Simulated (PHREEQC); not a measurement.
# Buffer

A solution holds 0.04 mol H3PO4 and 0.00016 mol NaF per kg of water, at 25 °C. Closed to the air; pH follows from the charge balance.

All values are PHREEQC results (ion-association model, wateq4f.dat), not measurements.

No solid was allowed to form.

Question: What pH, ionic strength does the model give?

Answer: pH 1.88; ionic strength 0.0147 mol/kgw.

Question: In which forms is F present?

Answer: HF 94 %, F- 5.5 % of the F.

Complexes and solids missing from the database can't appear. H3PO4, which wateq4f.dat lacks, is added to it with the constant of phreeqc.dat.
